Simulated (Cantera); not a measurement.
Feed: 1 mol TEOS, 15 mol CO2, held at 8100 Pa.

These are equilibrium values from Cantera (NASA tables, ideal gas, pure condensed phases), not measurements of a reactor. Candidate condensed phases: C, C6H6, C7H8, C8H18, H2O, Si, SiC, SiO2; 123 gas species. The feed counts by its element totals alone. Equilibrium is a limit: real reactors are often held back by kinetics, nucleation or transport. All values below are at 798 K.

Base state: CO2 0.420, H2 0.244, CO 0.222, H2O 0.108, CH4 0.00670 (mole fractions); condensed: C(graphite) + SiO2(α-quartz).

Question: What changes in the equilibrium state with this change: pressure from 8100 Pa to 133 Pa?

Answer: 
```json
[
 {"species": "CO", "before": "0.222", "after": "0.457"},
 {"species": "H2", "before": "0.244", "after": "0.270"},
 {"species": "CO2", "before": "0.420", "after": "0.240"},
 {"species": "H2O", "before": "0.108", "after": "0.0331"},
 {"species": "CH4", "before": "0.00670", "after": "1.65e-5"},
 {"species": "C(graphite), mol", "before": "5.26", "after": "0"},
 {"species": "SiO2(α-quartz), mol", "before": "1.00", "after": "1.00"}
]
```
